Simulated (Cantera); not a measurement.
**C₂H₅OH + O₂ + N₂ (carbon deposition, reforming and gasification)**

A closed system holds: 1 mol C₂H₅OH, 0.34 mol O₂, 0.49 mol N₂, at 180000 Pa.

Cantera equilibrium calculation (NASA polynomials, part measured and part estimated; ideal gas, pure solids and liquids). Candidate condensed phases: C, C₆H₆, C₇H₈, C₈H₁₈, H₂O; 136 gas species. Rates play no part.

From 1923 K to 2748 K the condensed part is C(graphite). The main C-bearing gas is CO throughout. The share of C in condensed phases is highest at 1923 K (15.1 %) and lowest at 2748 K (0.3 %).

```tsv
T (K)	log p H₂	log p CO	log p N₂	log p H	log p HCN	log p C₂H₂ (acetylene)	n C(graphite)
1923	0.02	-0.23	-0.77	-3.02	-2.35	-3.33	0.302
1998	0.02	-0.23	-0.78	-2.79	-2.21	-3.10	0.296
2073	0.02	-0.23	-0.78	-2.57	-2.09	-2.90	0.287
2148	0.01	-0.23	-0.78	-2.37	-1.98	-2.70	0.275
2223	0.01	-0.23	-0.79	-2.19	-1.88	-2.52	0.261
2298	0.01	-0.23	-0.79	-2.01	-1.78	-2.36	0.242
2373	0.01	-0.23	-0.80	-1.85	-1.69	-2.20	0.218
2448	0.00	-0.24	-0.81	-1.70	-1.61	-2.06	0.190
2523	0.00	-0.24	-0.82	-1.56	-1.53	-1.93	0.155
2598	-0.01	-0.24	-0.83	-1.42	-1.46	-1.80	0.113
2673	-0.02	-0.24	-0.84	-1.30	-1.40	-1.69	0.0642
2748	-0.03	-0.24	-0.85	-1.18	-1.34	-1.58	0.00671
```
log p: log10 of the partial pressure in bar; n: condensed amount in mol.
